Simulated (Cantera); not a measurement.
# CuO + H2 (hydrogen reduction and annealing atmospheres)

Input: 1 mol CuO, 0.52 mol H2, held at 0.0100 bar.

These are equilibrium values from Cantera (NASA tables, ideal gas, pure condensed phases), not measurements of a reactor. Candidate condensed phases: Cu, CuO, Cu(OH)2, Cu2O, H2O; 12 gas species. Each liquid is taken as pure. Mutual solubility and eutectic melting of coexisting phases are not modelled. The numbers say what is thermodynamically allowed, not how fast it happens.

```json
[
 {"T (K)": "1275", "x H2O": "1.000", "x O2": "6.03e-5", "x Cu": "8.66e-6", "x OH": "1.02e-5", "x H2": "7.11e-5", "x O": "8.67e-9", "x CuO": "2.12e-9", "x H": "6.22e-8", "n Cu(s)": "0.0401", "n Cu2O(s)": "0.480", "n Cu(l)": "0", "n Cu2O(l)": "0"},
 {"T (K)": "1325", "x H2O": "1.000", "x O2": "0.000196", "x Cu": "2.81e-5", "x OH": "2.44e-5", "x H2": "9.58e-5", "x O": "3.86e-8", "x CuO": "1.11e-8", "x H": "1.60e-7", "n Cu(s)": "0.0403", "n Cu2O(s)": "0.480", "n Cu(l)": "0", "n Cu2O(l)": "0"},
 {"T (K)": "1375", "x H2O": "0.999", "x O2": "0.000618", "x Cu": "8.23e-5", "x OH": "5.56e-5", "x H2": "0.000123", "x O": "1.58e-7", "x CuO": "5.20e-8", "x H": "3.80e-7", "n Cu(s)": "0", "n Cu2O(s)": "0.479", "n Cu(l)": "0.0411", "n Cu2O(l)": "0"},
 {"T (K)": "1425", "x H2O": "0.998", "x O2": "0.00200", "x Cu": "0.000217", "x OH": "0.000123", "x H2": "0.000147", "x O": "6.20e-7", "x CuO": "2.24e-7", "x H": "8.27e-7", "n Cu(s)": "0", "n Cu2O(s)": "0.478", "n Cu(l)": "0.0440", "n Cu2O(l)": "0"},
 {"T (K)": "1475", "x H2O": "0.993", "x O2": "0.00595", "x Cu": "0.000536", "x OH": "0.000256", "x H2": "0.000173", "x O": "2.21e-6", "x CuO": "8.71e-7", "x H": "1.71e-6", "n Cu(s)": "0", "n Cu2O(s)": "0.474", "n Cu(l)": "0.0521", "n Cu2O(l)": "0"},
 {"T (K)": "1525", "x H2O": "0.982", "x O2": "0.0155", "x Cu": "0.00124", "x OH": "0.000501", "x H2": "0.000207", "x O": "7.06e-6", "x CuO": "3.01e-6", "x H": "3.40e-6", "n Cu(s)": "0", "n Cu2O(s)": "0", "n Cu(l)": "0.0723", "n Cu2O(l)": "0.464"},
 {"T (K)": "1575", "x H2O": "0.967", "x O2": "0.0290", "x Cu": "0.00273", "x OH": "0.000873", "x H2": "0.000279", "x O": "1.82e-5", "x CuO": "8.34e-6", "x H": "6.95e-6", "n Cu(s)": "0", "n Cu2O(s)": "0", "n Cu(l)": "0.101", "n Cu2O(l)": "0.449"},
 {"T (K)": "1625", "x H2O": "0.940", "x O2": "0.0519", "x Cu": "0.00571", "x OH": "0.00146", "x H2": "0.000366", "x O": "4.43e-5", "x CuO": "2.16e-5", "x H": "1.35e-5", "n Cu(s)": "0", "n Cu2O(s)": "0", "n Cu(l)": "0.152", "n Cu2O(l)": "0.422"},
 {"T (K)": "1675", "x H2O": "0.896", "x O2": "0.0893", "x Cu": "0.0114", "x OH": "0.00234", "x H2": "0.000462", "x O": "0.000102", "x CuO": "5.29e-5", "x H": "2.50e-5", "n Cu(s)": "0", "n Cu2O(s)": "0", "n Cu(l)": "0.241", "n Cu2O(l)": "0.376"}
]
```
x: gas mole fraction; n: condensed amount in mol.

From 1275 K to 1325 K the condensed part is Cu(s) + Cu2O(s). From 1375 K to 1475 K the condensed part is Cu(l) + Cu2O(s). From 1525 K to 1675 K the condensed part is Cu(l) + Cu2O(l). The main Cu-bearing gas is Cu throughout.
